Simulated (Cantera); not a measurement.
Charge: 1 mol CH3F, a varied amount of F2, 0.026 mol CH4, held at 800 °C and 100 Torr.

Equilibrium computed with Cantera from the NASA thermochemical tables; the gas is ideal and each condensed phase is pure. Candidate condensed phases: C, C6H6, C7H8, C8H18; 95 gas species. Gases not in the tables: C2F6 and larger saturated fluorocarbons. Kinetics and transport are ignored.

x: gas mole fraction; n: condensed amount in mol.

| n(F2) (mol) | x HF | x H2 | x CF4 | x CH4 | n C(graphite) |
|---|---|---|---|---|---|
| 0.093 | 0.554 | 0.445 | <1e-12 | 0.00121 | 1.02 |
| 0.12 | 0.572 | 0.427 | <1e-12 | 0.00112 | 1.02 |
| 0.15 | 0.591 | 0.408 | <1e-12 | 0.00102 | 1.02 |
| 0.2 | 0.622 | 0.377 | <1e-12 | (withheld) | 1.02 |
| 0.25 | 0.652 | 0.347 | <1e-12 | 0.000737 | 1.02 |
| 0.32 | 0.692 | (withheld) | <1e-12 | (withheld) | 1.02 |
| 0.42 | 0.745 | 0.255 | <1e-12 | 0.000398 | 1.03 |
| 0.53 | 0.798 | 0.202 | <1e-12 | 0.000249 | 1.03 |
| 0.68 | 0.864 | 0.136 | <1e-12 | 0.000113 | 1.03 |
| 0.88 | 0.941 | 0.0586 | <1e-12 | 2.10e-5 | 1.03 |
| 1.1 | 0.992 | 1.67e-8 | 0.00767 | <1e-12 | 1.00 |

Question: Complete the blanks.

Answer: 
- 0.2, x CH4: 0.000869
- 0.32, x H2: 0.308
- 0.32, x CH4: 0.000579
